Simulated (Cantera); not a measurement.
A closed system holds: 1 mol Na₂SO₄, 0.97 mol H₂O, 7.9 mol O₂, equilibrated at 1.50 mbar.

Method: chemical equilibrium by Gibbs-energy minimisation in Cantera with the NASA 1993 tables (ideal gas, pure condensed phases). Candidate condensed phases: H₂O, H₂SO₄, Na, NaOH, NaO₂, Na₂O, Na₂O₂, Na₂S, Na₂SO₄, S; 27 gas species. Equilibrium is a limit: real reactors are often held back by kinetics, nucleation or transport.

x: gas mole fraction; n: condensed amount in mol.

```csv
T (°C),x O₂,x Na,x H₂O,x SO₂,x NaOH,x Na₂SO₄,n Na₂SO₄(l)
1000,0.890,2.71e-5,0.109,0.000366,0.000709,0.000448,0.993
1050,0.888,…,0.108,…,…,…,0.980
1100,0.883,0.000647,0.106,0.00274,0.00485,0.00301,0.948
1150,0.871,0.00264,0.101,0.00688,0.0111,0.00700,0.873
1200,0.844,0.00978,0.0906,0.0165,0.0232,0.0152,0.699
1250,0.782,0.0335,0.0711,0.0382,0.0427,0.0314,0.272
1300,0.729,0.0736,0.0567,0.0634,0.0527,0.0226,0
1350,0.710,…,0.0550,0.0759,…,…,0
1400,0.701,0.119,0.0579,0.0790,0.0379,0.00102,0
1450,0.697,0.129,0.0613,0.0791,0.0289,0.000169,0
1500,0.694,0.135,0.0639,0.0788,0.0218,2.96e-5,0
```

### Question
What belongs in the gaps?

### Answer

- 1350, x Na: 0.104
- 1350, x NaOH: 0.0476
- 1350, x Na₂SO₄: 0.00583
- 1050, x Na: 0.000141
- 1050, x SO₂: 0.00104
- 1050, x NaOH: 0.00194
- 1050, x Na₂SO₄: 0.00121
